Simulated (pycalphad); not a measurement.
Effect of Si content in Mg-Si

Computed with pycalphad from the COST 507 light-alloy database (1999), at 1 atm. The database dates from 1999; later assessments differ in places, in temperatures and in the compounds included. Amounts are mole fractions of atoms.

```
alloy              liquidus (K)  first solid  solidus (K)                phases at 775 K
-----------------  ------------  -----------  -----------  -----------------------------
Mg-6.948Si (wt.%)          1087        MG2SI          912           hcp 0.82, MG2SI 0.18
Mg-13.78Si (wt.%)             …        MG2SI          912                              …
Mg-20.47Si (wt.%)          1271        MG2SI          912           MG2SI 0.55, hcp 0.45
Mg-27.06Si (wt.%)          1321        MG2SI          912           MG2SI 0.73, hcp 0.27
Mg-39.86Si (wt.%)          1346        MG2SI         1217  MG2SI 0.95, diamond (Si) 0.05
```

**Question.** Some entries are withheld; supply them.

**Answer.** 
- Mg-13.78Si (wt.%), liquidus (K): 1197
- Mg-13.78Si (wt.%), phases at 775 K: hcp 0.64, MG2SI 0.36

Database names, with the compositions (at.%) that they take in these runs: MG2SI: Mg 67 Si 33.
